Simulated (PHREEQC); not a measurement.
NaCl is added in steps, without added water, to 1 kg of water holding 0.068 mol KH2PO4 and 0.0013 mol NiSO4, at 20 °C. Oxygen is held at 0.21 atm. No CO2 enters from the air. Solids allowed: Ni(OH)2, Ni3(PO4)2, Ni4(OH)6SO4, Halite, Mirabilite, Morenosite. Others were left out.

Base run: PHREEQC, ion-association model, wateq4f.dat. Each further column changes one thing. The table gives NiCl+ (mol/kgw).

| NaCl added (mol) | base | diluted 2-fold with water | KH2PO4 replaced by Na2HPO4 at the same molality | NiSO4 from 0.0013 to 0.00065 mol/kgw | no solid may form |
|---|---|---|---|---|---|
| 0 | 0 | 0 | 0 | 0 | 0 |
| 0.01 | 1.22e-5 | 7.29e-6 | 4.43e-9 | 6.25e-6 | 1.22e-5 |
| 0.02 | 2.34e-5 | 1.37e-5 | 9.01e-9 | 1.20e-5 | 2.34e-5 |
| 0.03 | 3.38e-5 | 1.94e-5 | 1.37e-8 | 1.72e-5 | 3.38e-5 |
| 0.04 | 4.34e-5 | 2.46e-5 | 1.86e-8 | 2.21e-5 | 4.34e-5 |
| 0.05 | 5.25e-5 | 2.93e-5 | 2.36e-8 | (withheld) | 5.25e-5 |
| 0.06 | 6.11e-5 | 3.38e-5 | 2.87e-8 | 3.10e-5 | 6.11e-5 |
| 0.07 | 6.92e-5 | (withheld) | (withheld) | 3.51e-5 | 6.92e-5 |
| 0.08 | 7.70e-5 | 4.18e-5 | 3.94e-8 | 3.90e-5 | 7.70e-5 |
| 0.09 | 8.43e-5 | 4.55e-5 | 4.49e-8 | 4.27e-5 | 8.43e-5 |
| 0.1 | 9.14e-5 | 4.90e-5 | 5.05e-8 | 4.63e-5 | 9.14e-5 |

Question: Complete the blanks.

Answer: 
- 0.05, NiSO4 from 0.0013 to 0.00065 mol/kgw: 2.67e-5
- 0.07, diluted 2-fold with water: 3.79e-5
- 0.07, KH2PO4 replaced by Na2HPO4 at the same molality: 3.40e-8

H3PO4, which wateq4f.dat lacks, is added to it with the constant of phreeqc.dat. The database has no phosphate complexes of Ni. The database's Ni(OH)2 is the aged solid; a fresh precipitate is more soluble.
